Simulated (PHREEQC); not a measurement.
## Buffer: an equilibrium model

A solution holds 2.8 mmol/kgw HF, 0.94 mmol/kgw KOH and 1.7 mmol/kgw LiCl, at 25 °C. Closed to the air; pH follows from the charge balance.

Model: ion-association model, wateq4f.dat, run in PHREEQC.

| Item | Value |
|---|---|
| pH | 3.24 |
| ionic strength | 0.00325 mol/kgw |
| total alkalinity | -1.86 meq/kg |

```tsv
species	molality	activity	log γ
Cl-	0.00170	0.00160	-0.027
Li+	0.00170	0.00160	-0.026
F-	0.00154	0.00145	-0.027
HF	0.00124	0.00124	0.000
K+	0.000940	0.000883	-0.027
H+	0.000606	0.000572	-0.025
HF2-	7.32e-6	6.87e-6	-0.027
H2F2	4.00e-6	4.00e-6	0.000
```

Precipitation was switched off in this run.
